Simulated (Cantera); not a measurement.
A diamond (100) surface in a fixed gas of H2 with x(CH4) = 0.01, x(CH3) = 0.00058, at 1250 K, 0.120 bar; coverages are run to steady state.

Model: the Harris–Goodwin 1993 mechanism for the reconstructed diamond (100) surface, integrated in Cantera.

One state of this run: growth (µm/h) = 29.5; θ c6HH = 0.407; θ c6H* = 0.0432; θ c6*H = 0.502; θ c6** = 0.0349; θ c6HM = 0.00641. θ: site fractions in the mechanism's names (c6HH fully hydrogenated, c6H* and c6*H radical sites, c6** diradical, c6HM methylated).

Q: Which value of x(H) does it belong to?
A. 0.011
B. 0.00076
C. 0.0057
D. 0.00039

A: C, 0.0057
